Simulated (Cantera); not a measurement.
Feed: 1 mol c-C₄F₈, 0.22 mol F₂, a varied amount of H₂, at 2400 K and 4.80 mbar.

Method: chemical equilibrium by Gibbs-energy minimisation in Cantera with the NASA 1993 tables (ideal gas, pure condensed phases). Candidate condensed phases: C, C₆H₆, C₇H₈, C₈H₁₈; 95 gas species. The feed counts by its element totals alone. Gases not in the tables: C₂F₆ and larger saturated fluorocarbons. Rates play no part.

Question: What share of the C ends up in condensed phases as a function of n(H₂) (mol), at 1.6, 4.3, 7, 9.7, 12, 15, 18?

Answer: 
```
n(H₂) (mol)  C condensed (%)           as
-----------  ---------------  -----------
1.6                     68.4  C(graphite)
4.3                     99.9  C(graphite)
7                       99.2  C(graphite)
9.7                     98.3  C(graphite)
12                      97.6  C(graphite)
15                      96.7  C(graphite)
18                      95.7  C(graphite)
```
